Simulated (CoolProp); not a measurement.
A closed Brayton cycle with carbon dioxide: compressor inlet 311.15 K and 9.2 MPa, high pressure 22.7 MPa, turbine inlet 625 K, compressor efficiency 0.89, turbine efficiency 0.9, recuperator effectiveness 0.9 (on enthalpy, no pinch check). Each further row changes one setting.

Values from CoolProp's reference Helmholtz-energy equation of state, Span 1996.

```csv
case,thermal efficiency (%),net work (kJ/kg),compressor to turbine work,compressor exit (K),turbine exit (K)
as stated,[?],62.6,0.27,341.3,531.4
turbine inlet 575 K,[?],53.2,0.30,341.3,[?]
compressor inlet 321.15 K,25.6,[?],0.42,383.4,531.4
high pressure 19.3 MPa,25.6,54.1,0.24,[?],[?]
recuperator effectiveness 0.5,19.1,62.6,0.27,341.3,531.4
```

Q: Fill in the missing entries.

A: 
- as stated, thermal efficiency (%): 27.3
- turbine inlet 575 K, thermal efficiency (%): 24.8
- turbine inlet 575 K, turbine exit (K): 484.9
- compressor inlet 321.15 K, net work (kJ/kg): 49.1
- high pressure 19.3 MPa, compressor exit (K): 335.4
- high pressure 19.3 MPa, turbine exit (K): 548.0
